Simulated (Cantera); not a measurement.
Input (Python, Cantera) and output of one run.

```python
import numpy as np
import cantera as ct

gas_names = [...]  # 113 gases of nasa_gas.yaml made of C, H, O, Ti
cond_names = """
    C(gr) C6H6(L) C7H8(L) C8H18(L),n-octa H2O(s) H2O(L) Ti(a) Ti(b) Ti(L) TiC(s) TiC(L) TiO(a) TiO(b)
    TiO(L) TiO2(ru) TiO2(L) Ti2O3(a) Ti2O3(b) Ti2O3(L) Ti3O5(a) Ti3O5(b) Ti3O5(L) Ti4O7(s) Ti4O7(L)
""".split()


# ... load() reads the species with a 1 bar reference pressure and builds the phases ...
atoms = {
    'TiO2': {'Ti': 1, 'O': 2},
    'CO': {'C': 1, 'O': 1},
    'H2': {'H': 2},
}
top_T = {'C(gr)': 4500}  # K; cautious upper limits of use, not melting points


# ... equilibrate(T, P, feed) seeds the gas with the atoms and calls Mixture.equilibrate('TP', solver="vcs", rtol=1e-11, max_steps=5000) ...
results = []
feed = {'TiO2': 1, 'CO': 9.1, 'H2': 5.4}  # mol
P = 1333.22  # Pa
for T in [1523, 1623, 1723, 1823, 1923, 2023, 2123, 2223]:
    mix = equilibrate(T, P, feed)
    results.append((T, P, feed, dict(zip(mix.species_names, mix.species_moles))))

top = {s: max(r[3][s] / sum(r[3][g] for g in gas_names) for r in results) for s in gas_names}
cols = sorted((s for s in top if top[s] > 1e-06), key=lambda s: -top[s])[:8]
seen = [c for c in cond_names if any(r[3].get(c, 0) > 1e-12 for r in results)]
print("log10 of partial pressures in bar; condensed amounts in mol")
print(f"{'T/K':>10s}" + "".join(f"{s[:9]:>10s}" for s in cols + seen))
for T, P, feed, n in results:
    ng = sum(n[g] for g in gas_names)
    print(f"{T:10.4g}" + "".join(f"{np.log10(max(n[s] / ng * P / 1e5, 1e-99)):10.3f}" for s in cols)
          + "".join(f"{n.get(c, 0):10.4g}" for c in seen))
```

Output:

```
log10 of partial pressures in bar; condensed amounts in mol
       T/K        CO        H2         H       H2O       CO2        OH      TiO2       TiO  TiO2(ru)  Ti3O5(b)  Ti3O5(L)  Ti4O7(s)  Ti4O7(L)
      1523    -2.081    -2.312    -5.792    -4.035    -4.232    -9.026   -11.675   -12.711    0.3437         0         0    0.1641         0
      1623    -2.082    -2.317    -5.319    -3.830    -4.086    -8.210   -10.394   -11.409         0         0         0      0.25         0
      1723    -2.082    -2.319    -4.898    -3.812    -4.121    -7.653    -9.308   -10.139         0         0         0      0.25         0
      1823    -2.083    -2.325    -4.526    -3.675    -4.025    -7.033    -8.315    -9.109         0    0.3333         0         0         0
      1923    -2.083    -2.328    -4.190    -3.664    -4.053    -6.591    -7.478    -8.124         0    0.3333         0         0         0
      2023    -2.083    -2.327    -3.885    -3.780    -4.205    -6.320    -6.773    -7.157         0         0         0         0    0.2499
      2123    -2.085    -2.335    -3.612    -3.776    -4.227    -5.962    -6.149    -6.413         0         0         0         0    0.2497
      2223    -2.089    -2.352    -3.369    -3.653    -4.119    -5.511    -5.557    -5.841         0         0    0.3318         0         0
```

Method: chemical equilibrium by Gibbs-energy minimisation in Cantera with the NASA 1993 tables (ideal gas, pure condensed phases). Mutual solubility and eutectic melting of coexisting phases are not modelled. Condensed phases not in the tables: Magnéli phases beyond Ti4O7.
